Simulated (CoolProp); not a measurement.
The numbers come from the reference Helmholtz-energy equation of state, Zhou 2012 in CoolProp.

Task: For p-xylene, give the phase and the expansivity (1/kK), viscosity (µPa s) at 418.1 K and 260 kPa; 422.6 K and 260 kPa; 463.1 K and 260 kPa.

Result: 
- 418.1 K and 260 kPa: liquid; expansivity 1.35, viscosity 210
- 422.6 K and 260 kPa: liquid; expansivity 1.38, viscosity 204
- 463.1 K and 260 kPa: gas; expansivity 2.93, viscosity 9.76

Viscosity comes from a separate model (Balogun 2015).
